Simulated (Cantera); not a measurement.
A freely propagating, adiabatic, planar premixed flame of 6.29 % CH4, 0.622 % H2, 19.5 % O2, 73.5 % N2, unburnt at 698 K and 13000 Pa; mixture-averaged transport, grid criteria slope 0.08 and curve 0.16, no radiation.

Detailed kinetics in Cantera: GRI-Mech 3.0 (53 species, 325 reactions). Burning velocities carry a grid error of a few per cent, more on coarse grids.

x: mole fraction of selected species; z is measured from the peak of heat release.

```csv
z (mm),T (K),u (m/s),x CH4,x H2,x O2,x C2H6,x O,x CO
-6.66,698,2.05,0.0628,0.00651,0.195,6.72e-8,<1e-8,5.48e-7
-4.44,699,2.05,0.0627,0.00713,0.195,1.43e-6,1.14e-7,9.39e-6
-3.33,702,2.06,0.0625,0.00800,0.195,9.23e-6,5.50e-7,6.07e-5
-2.22,726,2.14,0.0609,0.00993,0.193,7.47e-5,3.44e-6,0.000635
-1.11,913,2.71,0.0489,0.0138,0.179,0.000476,4.55e-5,0.00722
-0.555,1191,3.57,0.0300,0.0159,0.152,0.000440,0.000277,0.0200
0,1504,4.54,0.00923,0.0150,0.115,4.86e-5,0.00177,0.0353
0.555,1645,4.98,0.00116,0.0108,0.0907,4.50e-7,0.00567,0.0372
1.11,1678,5.07,8.80e-5,0.00795,0.0808,<1e-8,0.00855,0.0314
2.22,1705,5.14,4.40e-7,0.00706,0.0748,<1e-8,0.0101,0.0219
4.44,1740,5.22,<1e-8,0.00718,0.0716,<1e-8,0.0102,___
8.89,1788,5.35,<1e-8,0.00663,0.0701,<1e-8,0.00919,0.0114
17.8,1850,5.51,<1e-8,___,0.0692,<1e-8,___,___
```

**Question.** Complete the blanks.

**Answer.** 
- 4.44, x CO: 0.0144
- 17.8, x H2: 0.00548
- 17.8, x O: 0.00735
- 17.8, x CO: 0.00991
